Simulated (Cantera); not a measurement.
Mixture: CO : H₂ : O₂ : N₂ = 1 : 0.094 : 0.804 : 3.02 (molar parts), at 16.0 bar, adiabatic and at constant volume. Ignition delay is the time to a rise of 400 K.

Computed with Cantera and GRI-Mech 3.0 (53 species, 325 reactions). The hydrogen kinetics of GRI-Mech 3.0 are dated; newer H2 mechanisms differ, most at raised pressure. The pressure lies above the range GRI-Mech 3.0 was tuned for (to about 10 atm).

### Question
What does this change do: H2 0.094 to 0.043 parts?

### Answer
```tsv
quantity	before	after
delay at 1075 K	0.749 ms	0.935 ms
delay at 1175 K	0.109 ms	0.148 ms
delay at 1275 K	21.0 µs	33.2 µs
delay at 1375 K	7.38 µs	12.4 µs
delay at 1475 K	4.17 µs	7.02 µs
apparent activation energy between 1375 and 1475 K	97 kJ/mol	96 kJ/mol
```

### Question
What does this change do: pressure from 16.0 bar to 1.00 bar?

### Answer
```
quantity           before     after
---------------  --------  --------
delay at 1075 K  0.749 ms  0.281 ms
delay at 1175 K  0.109 ms  0.150 ms
delay at 1275 K   21.0 µs  0.105 ms
delay at 1375 K   7.38 µs   84.6 µs
delay at 1475 K   4.17 µs   74.7 µs
```
Where the delays flatten at high temperature, the 400 K rule measures the pace of heat release, not the induction time.
